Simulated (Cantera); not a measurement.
A Cantera script and what it prints.

```python
import numpy as np
import cantera as ct

gas_names = """
    O3 NO
""".split()
cond_names = """
    BN(s) B(b) B(L)
""".split()


# ... load() reads the species with a 1 bar reference pressure and builds the phases ...
species = {s.name: s for s in load("nasa_gas.yaml", gas_names) + load("nasa_condensed.yaml", cond_names)}
# Each term lists the table entries of one substance; the one whose range holds T is used.
reactions = {
    'O3(g) + 3 BN = 3 B + 3 NO(g)':
        [(-1, ['O3']), (-3, ['BN(s)']), (3, ['B(b)', 'B(L)']), (3, ['NO'])],
}


def pick(names, T):
    return next(species[n] for n in names if species[n].thermo.min_temp <= T <= species[n].thermo.max_temp)


results = []
for label, terms in reactions.items():
    print(label)
    print("     T/K   dH/kJ  dS/(J/K)   dG/kJ   log10 K")
    for T in [300, 975, 1050, 1125, 1200, 1275, 1350, 1425, 1500]:
        used = [(nu, pick(names, T)) for nu, names in terms]
        dH = sum(nu * s.thermo.h(T) for nu, s in used) / 1e6
        dS = sum(nu * s.thermo.s(T) for nu, s in used) / 1e3
        dG = dH - T * dS / 1e3
        logK = -dG * 1e6 / (ct.gas_constant * T * np.log(10))
        results.append((label, T, dH, dS, dG, logK, [s.name for _, s in used]))
        print(f"{T:8g} {dH:8.1f} {dS:8.1f} {dG:8.1f} {logK:8.2f}")
```

Output:

```
O3(g) + 3 BN = 3 B + 3 NO(g)
     T/K   dH/kJ  dS/(J/K)   dG/kJ   log10 K
     300    884.8    366.5    774.8  -134.91
     975    885.7    372.1    522.8   -28.01
    1050    884.8    371.2    495.0   -24.62
    1125    883.8    370.4    467.2   -21.69
    1200    882.9    369.6    439.4   -19.13
    1275    882.0    368.9    411.7   -16.87
    1350    881.1    368.1    384.1   -14.86
    1425    880.1    367.4    356.5   -13.07
    1500    879.1    366.7    329.0   -11.46
```

Standard-state values (1 bar) from the NASA 1993 polynomials, evaluated with Cantera. Condensed species are held in their standard states even where they would react or evaporate.
